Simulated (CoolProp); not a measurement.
Computed with CoolProp (reference Helmholtz-energy equation of state, Gao 2016).

Q: For sulfur dioxide, give the phase and the cv (kJ/(kg K)), speed of sound (m/s) at 525 K and 21 kPa; 525 K and 35.5 kPa; 525 K and 820 kPa.

A: 
- 525 K and 21 kPa: gas; cv 0.608, speed of sound 287
- 525 K and 35.5 kPa: gas; cv 0.608, speed of sound 287
- 525 K and 820 kPa: gas; cv 0.613, speed of sound 285
